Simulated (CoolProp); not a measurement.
The fluid at 435.85 K and 0.258 MPa (gas) is heated at constant pressure to 458.6 K. The same conditions are run with several fluids, on thermodynamics alone (safety and materials aside).

Model: reference Helmholtz-energy equation of state of each fluid (nitrous oxide: Lemmon 2006; R113: Marx 1992; R507A: Lemmon 2003; propane: Lemmon 2009), in CoolProp. Blends and air are pseudo-pure fits.

```json
[
 {"fluid": "nitrous oxide", "heat (kJ/kg)": "23.0", "final density (kg/m³)": "…"},
 {"fluid": "R113", "heat (kJ/kg)": "17.9", "final density (kg/m³)": "13.1"},
 {"fluid": "R507A", "heat (kJ/kg)": "25.1", "final density (kg/m³)": "…"},
 {"fluid": "propane", "heat (kJ/kg)": "…", "final density (kg/m³)": "3.01"}
]
```

Q: What belongs in the gaps?

A: 
- nitrous oxide, final density (kg/m³): 2.99
- R507A, final density (kg/m³): 6.75
- propane, heat (kJ/kg): 53.3
